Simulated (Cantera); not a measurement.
A closed system holds: 1 mol C3H8, 0.96 mol H2O, 0.77 mol H2, equilibrated at 2152 °C and 67.0 Pa.

These are equilibrium values from Cantera (NASA tables, ideal gas, pure condensed phases), not measurements of a reactor. Candidate condensed phases: C, C6H6, C7H8, C8H18, H2O; 110 gas species. Kinetics and transport are ignored.

Base state: H 0.454, H2 0.431, CO 0.111, C2H2 (acetylene) 0.00337, C3 0.000222, C2H 0.000216, C 8.58e-5, C2 2.02e-5 (mole fractions); condensed: C(graphite).

### Question
What changes in the equilibrium state with this change: temperature from 2152 °C to 1777 °C?

### Answer
| species | before | after |
|---|---|---|
| H2 | 0.431 | 0.784 |
| CO | 0.111 | 0.138 |
| H | 0.454 | 0.0776 |
| C2 | 2.02e-5 | 1.17e-8 |
| C3 | 0.000222 | 1.37e-7 |
| C | 8.58e-5 | 1.30e-7 |
| C2H | 0.000216 | 1.82e-6 |
| C(graphite), mol | 1.97 | 2.03 |
